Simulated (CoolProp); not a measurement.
Tetrahydrofuran along the isotherm 444.6 K: Z from the reference equation and from simpler models built on Tc = 540.2 K, pc = 5.304 MPa, ω = 0.234; each cubic takes its own stable root.

Computed with CoolProp (reference Helmholtz-energy equation of state, Fiedler 2023).

```tsv
p (MPa)	phase	reference
6.63	liquid	0.1813
13.3	liquid	0.3553
19.9	liquid	0.5218
26.5	liquid	0.6839
33.2	liquid	0.8449
39.8	liquid	1.001
46.4	liquid	1.154
53	liquid	1.305
```

How far does each simpler model (van der Waals, Redlich-Kwong) lie from the reference over these 8 states: mean and median of the absolute difference, and the worst?


- van der Waals: mean 47.6 %, median 46.1 %, worst +56.3 % at 444.6 K and 6.63 MPa
- Redlich-Kwong: mean 8.1 %, median 7.4 %, worst +13.2 % at 444.6 K and 6.63 MPa
